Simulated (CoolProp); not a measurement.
A single-stage vapour-compression cycle with the fluid: evaporating at 279.15 K (dew point), condensing at 336.15 K (bubble point), superheat 10 K, subcooling 2 K, compressor efficiency 0.75, no pressure losses. The same conditions are run with several fluids, on thermodynamics alone (safety and materials aside).

The numbers come from the reference Helmholtz-energy equation of state of each fluid (n-butane: Bücker 2006; R407C: Lemmon 2003; propane: Lemmon 2009; R236EA: Rui 2013; n-perfluorohexane: Gao 2022; R1132(E): Akasaka 2024) in CoolProp. Blends and air are pseudo-pure fits.

| fluid | cooling COP | pressure ratio | discharge temperature (K) | refrigerating effect (kJ/kg) | volumetric capacity (kJ/m³) |
|---|---|---|---|---|---|
| n-butane | 2.84 | 5.33 | 349.3 | 259 | 843 |
| R407C | 2.20 | 5.22 | 376.6 | 125 | 2850 |
| propane | 2.52 | ? | ? | 228 | ? |
| R236EA | 2.69 | 6.49 | 342.4 | 104 | 685 |
| n-perfluorohexane | 2.25 | 10.3 | 336.2 | ? | 80.3 |
| R1132(E) | 2.26 | ? | ? | ? | ? |

### Question
Complete the blanks.

### Answer

- propane, pressure ratio: 3.97
- propane, discharge temperature (K): 359.4
- propane, volumetric capacity (kJ/m³): 2670
- n-perfluorohexane, refrigerating effect (kJ/kg): 47.5
- R1132(E), pressure ratio: 4.07
- R1132(E), discharge temperature (K): 377.1
- R1132(E), refrigerating effect (kJ/kg): 143
- R1132(E), volumetric capacity (kJ/m³): 4330

The compression ends wet for: n-perfluorohexane.
